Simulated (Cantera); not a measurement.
A perfectly stirred reactor is fed with CH4 : N2 = 1 : 55 (molar parts), at 0.0267 bar; it is held at 2000 K, and followed from long to short residence time.

Model: GRI-Mech 3.0 (53 species, 325 reactions), integrated in Cantera. GRI-Mech 3.0 stops at C3 and has no aromatics, soot or wall deposition, so with more carbon than oxygen in the feed, carbon stays in small species such as C2H2 where larger ones or solid carbon would form. Radical loss at walls, strong at low pressure, is not modelled.

Q: What does this change do: 1.8 parts H2O added?

A: 
```
quantity                 before     after
---------------------  --------  --------
x(CH4) at τ = 14.0 s    5.12e-5   7.67e-5
x(HCN) at τ = 14.0 s    0.00515  0.000198
x(C2H) at τ = 14.0 s    3.28e-6   1.80e-8
x(CH3) at τ = 14.0 s    2.84e-5   2.39e-5
x(CH2) at τ = 14.0 s    1.01e-6   4.67e-7
x(CH4) at τ = 43.0 ms   0.00470   0.00446
x(HCN) at τ = 43.0 ms   3.72e-5   3.29e-5
x(C2H) at τ = 43.0 ms   1.15e-6   9.47e-7
x(CH3) at τ = 43.0 ms  0.000800  0.000763
x(CH2) at τ = 43.0 ms   6.64e-6   7.13e-6
```

Q: What does this change do: N2 55 to 14 parts?

A: 
| quantity | before | after |
|---|---|---|
| x(CH4) at τ = 14.0 s | 5.12e-5 | 0.000164 |
| x(HCN) at τ = 14.0 s | 0.00515 | 0.00794 |
| x(C2H) at τ = 14.0 s | 3.28e-6 | 1.12e-5 |
| x(CH3) at τ = 14.0 s | 2.84e-5 | 7.10e-5 |
| x(CH2) at τ = 14.0 s | 1.01e-6 | 1.98e-6 |
| x(CH4) at τ = 43.0 ms | 0.00470 | 0.0141 |
| x(HCN) at τ = 43.0 ms | 3.72e-5 | 3.84e-5 |
| x(C2H) at τ = 43.0 ms | 1.15e-6 | 3.00e-6 |
| x(CH3) at τ = 43.0 ms | 0.000800 | 0.00173 |
| x(CH2) at τ = 43.0 ms | 6.64e-6 | 1.07e-5 |

Q: What does this change do: pressure from 0.0267 bar to 0.0220 bar?

A: 
| quantity | before | after |
|---|---|---|
| x(CH4) at τ = 14.0 s | 5.12e-5 | 5.94e-5 |
| x(HCN) at τ = 14.0 s | 0.00515 | 0.00482 |
| x(C2H) at τ = 14.0 s | 3.28e-6 | 3.29e-6 |
| x(CH3) at τ = 14.0 s | 2.84e-5 | 3.22e-5 |
| x(CH2) at τ = 14.0 s | 1.01e-6 | 1.12e-6 |
| x(CH4) at τ = 43.0 ms | 0.00470 | 0.00527 |
| x(HCN) at τ = 43.0 ms | 3.72e-5 | 2.98e-5 |
| x(C2H) at τ = 43.0 ms | 1.15e-6 | 1.07e-6 |
| x(CH3) at τ = 43.0 ms | 0.000800 | 0.000865 |
| x(CH2) at τ = 43.0 ms | 6.64e-6 | 6.79e-6 |
